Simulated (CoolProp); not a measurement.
Acetone along the isobar 1.07 MPa: Z from the reference equation and from simpler models built on Tc = 235.0 °C, pc = 4.692 MPa, ω = 0.307; each cubic takes its own stable root.

Values from CoolProp's reference Helmholtz-energy equation of state, Lemmon 2006. It is a short technical equation, of lower accuracy than the large ones.

| T (°C) | phase | reference | van der Waals | Redlich-Kwong | Soave-Redlich-Kwong | Peng-Robinson |
|---|---|---|---|---|---|---|
| 20.55 | liquid | 0.03219 | 0.06284 | 0.04264 | 0.04120 | 0.03655 |
| 37.35 | liquid | 0.03119 | 0.06078 | 0.04138 | 0.03984 | 0.03531 |
| 54.15 | liquid | 0.03035 | 0.05908 | 0.04037 | 0.03872 | 0.03428 |
| 70.85 | liquid | 0.02966 | 0.05774 | 0.03962 | 0.03786 | 0.03348 |
| 87.65 | liquid | 0.02912 | 0.05673 | 0.03910 | 0.03722 | 0.03288 |
| 104.35 | liquid | 0.02872 | 0.8405 | 0.03885 | 0.03683 | 0.03251 |
| 121.15 | liquid | 0.02848 | 0.8587 | 0.03890 | 0.03672 | 0.03238 |
| 137.95 | liquid | 0.02843 | 0.8738 | 0.8381 | 0.03696 | 0.03257 |
| 154.65 | gas | 0.8008 | 0.8866 | 0.8581 | 0.8445 | 0.8345 |
| 171.45 | gas | 0.8347 | 0.8977 | 0.8748 | 0.8653 | 0.8557 |
| 188.15 | gas | 0.8598 | 0.9072 | 0.8888 | 0.8826 | 0.8732 |

At some of these states van der Waals, Redlich-Kwong gives the other phase, because its saturation line lies elsewhere.
